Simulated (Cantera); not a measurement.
Charge: 1 mol CCl₄, 2.4 mol H₂, 0.031 mol CH₄, held at 2100 K and 0.150 bar.

Cantera equilibrium calculation (NASA polynomials, part measured and part estimated; ideal gas, pure solids and liquids). Candidate condensed phases: C, C₆H₆, C₇H₈, C₈H₁₈; 91 gas species. Equilibrium is a limit: real reactors are often held back by kinetics, nucleation or transport.

Base state: HCl 0.873, H₂ 0.109, Cl 0.0156, H 0.00266, C₂H₂ (acetylene) 0.000157, Cl₂ 3.25e-5 (mole fractions); condensed: C(graphite).

Task: What changes in the equilibrium state with this change: pressure from 0.150 bar to 33.0 Pa?

Result: 
| species | before | after |
|---|---|---|
| HCl | 0.873 | 0.590 |
| Cl | 0.0156 | 0.191 |
| H₂ | 0.109 | 0.152 |
| H | 0.00266 | 0.0669 |
| Cl₂ | 3.25e-5 | 1.07e-5 |
| C₂H₂ (acetylene) | 0.000157 | 0.000220 |
| C(graphite), mol | 1.03 | 1.03 |
